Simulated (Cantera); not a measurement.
Input: 1 mol Hg, 0.28 mol H2, at 1598 K and 0.250 bar.

Equilibrium computed with Cantera from the NASA thermochemical tables; the gas is ideal and each condensed phase is pure. Candidate condensed phases: Hg; 3 gas species. Equilibrium is a limit: real reactors are often held back by kinetics, nucleation or transport.

Base state: Hg 0.781, H2 0.219, H 4.98e-5 (mole fractions); condensed: gas only.

Question: What changes in the equilibrium state with this change: Hg replaced by Fe(CO)5?

Answer: 
```
species      before    after
----------  -------  -------
CO                0    0.947
H2            0.219   0.0530
CO2               0  6.62e-5
Hg            0.781        0
H2O               0  1.11e-5
H           4.98e-5  2.45e-5
Fe(γ), mol        0    1.000
```
Further candidate phases: C, C6H6, C7H8, C8H18, Fe, Fe(CO)5, FeO, Fe(OH)2, Fe(OH)3, Fe2O3, Fe3O4, H2O.
